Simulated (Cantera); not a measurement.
A closed system holds: 1 mol V, 1 mol N2O, 1.5 mol N2, held at 1877 °C and 0.0133 bar.

These are equilibrium values from Cantera (NASA tables, ideal gas, pure condensed phases), not measurements of a reactor. Candidate condensed phases: V, VN, VO, V2O3, V2O4, V2O5; 13 gas species. VO: taken at fixed stoichiometry. Kinetics and transport are ignored.

Base state: N2 0.998, VO 0.00110, V 0.000365, VO2 0.000364 (mole fractions); condensed: VO(l).

Problem. What changes in the equilibrium state with this change: pressure from 0.0133 bar to 1 atm?

Solution. 
| species | before | after |
|---|---|---|
| N2 | 0.998 | 1.000 |
| VO | 0.00110 | 1.44e-5 |
| VO2 | 0.000364 | 1.17e-5 |
| V | 0.000365 | 1.96e-6 |
| VO(l), mol | 0.995 | 1.000 |
